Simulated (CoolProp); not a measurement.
Aqueous calcium chloride as a coolant, 10 % by mass, freezing at -5.8 °C, 1 atm.

The numbers come from the Melinder's fits for secondary coolants in CoolProp.

| T (°C) | cp (kJ/(kg K)) | viscosity (mPa s) | Prandtl number | conductivity (W/(m K)) |
|---|---|---|---|---|
| -2.7 | 3.564 | 2.43 | 15.7 | 0.551 |
| 5.2 | 3.578 | 1.91 | 12.1 | 0.563 |
| 13.2 | 3.594 | 1.53 | 9.56 | 0.576 |
| 21.1 | 3.611 | 1.27 | 7.76 | 0.589 |
| 29.1 | 3.628 | 1.06 | 6.42 | 0.601 |
| 37 | 3.644 | 0.912 | 5.41 | 0.614 |
